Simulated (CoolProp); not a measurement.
Saturation properties of carbon dioxide (Tc = 304.1 K, pc = 73.77 bar, ω = 0.224).

The numbers come from the reference Helmholtz-energy equation of state, Span 1996 in CoolProp.

| T (K) | p (bar) | enthalpy of vaporisation (kJ/kg) | surface tension (mN/m) | liquid viscosity (µPa s) |
|---|---|---|---|---|
| 229 | 8.595 | 329.8 | 13.6 | 206 |
| 232.3 | 9.734 | 323.9 | 12.9 | 195 |
| 235.6 | 10.98 | 317.9 | 12.1 | 185 |
| 238.9 | 12.34 | 311.8 | 11.4 | 176 |
| 242.2 | 13.83 | 305.4 | 10.7 | 166 |
| 245.5 | 15.44 | 298.7 | 9.98 | 158 |
| 248.8 | 17.18 | 291.9 | 9.28 | 150 |
| 252.1 | 19.07 | 284.8 | 8.59 | 142 |
| 255.4 | 21.10 | 277.4 | 7.91 | 135 |

Viscosity comes from a separate model (Laesecke 2017). Surface tension comes from a separate correlation (Mulero 2012).
